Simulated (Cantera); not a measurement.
# c-C4F8 + CH4 + H2 (fluorocarbon and chlorocarbon gases)

Input: 1 mol c-C4F8, 0.013 mol CH4, 0.74 mol H2, equilibrated at 1400 K.

Equilibrium computed with Cantera from the NASA thermochemical tables; the gas is ideal and each condensed phase is pure. Candidate condensed phases: C, C6H6, C7H8, C8H18; 95 gas species. The feed counts by its element totals alone. Gases not in the tables: C2F6 and larger saturated fluorocarbons. Kinetics and transport are ignored.

```tsv
P (Pa)	x CF4	x HF	x CF2	x F	x CF3	x CHF3	n C(graphite)
1	0.511	0.485	0.00195	0.00153	9.19e-5	3.78e-8	2.39
10	0.513	0.486	0.000617	0.000272	5.18e-5	1.20e-7	2.40
100	0.513	0.486	0.000195	4.85e-5	2.92e-5	3.79e-7	2.40
1000	0.513	0.486	6.17e-5	8.62e-6	1.64e-5	1.20e-6	2.40
10000	0.513	0.486	1.95e-5	1.53e-6	9.22e-6	3.79e-6	2.40
100000	0.513	0.486	6.17e-6	2.72e-7	5.19e-6	1.20e-5	2.40
```
x: gas mole fraction; n: condensed amount in mol.

From 0.00750 Torr to 750 Torr the condensed part is C(graphite). The main C-bearing gas is CF4 throughout.
